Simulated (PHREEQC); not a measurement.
Solution (25 °C): 0.17 mmol/kgw Na2CO3 and 4 mmol/kgw H3BO3. Closed to the air; pH follows from the charge balance.

Computed with PHREEQC (ion-association model, wateq4f.dat).

Precipitation was switched off in this run.

Q: What pH, ionic strength does the model give?

A: pH 7.89; ionic strength 0.000341 mol/kgw.

Q: In which forms is B present?

A: H3BO3 96 %, H2BO3- 4.3 % of the B.
